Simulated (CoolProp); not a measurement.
Saturation properties of diethyl ether.

The numbers come from the reference Helmholtz-energy equation of state, Thol 2014 in CoolProp.

```csv
T (°C),p (kPa),liquid density (kg/m³),vapour density (kg/m³)
38.45,116.5,692.0,3.512
51.45,178.7,676.0,5.260
64.45,263.7,659.4,7.627
77.55,377.6,641.8,10.79
90.55,523.9,623.4,14.89
103.55,709.0,603.8,20.18
116.55,938.9,582.7,27.00
129.65,1222,559.6,35.89
142.65,1562,534.0,47.48
155.65,1968,504.6,63.14
```

It boils at 34.5 °C under 1 atm.
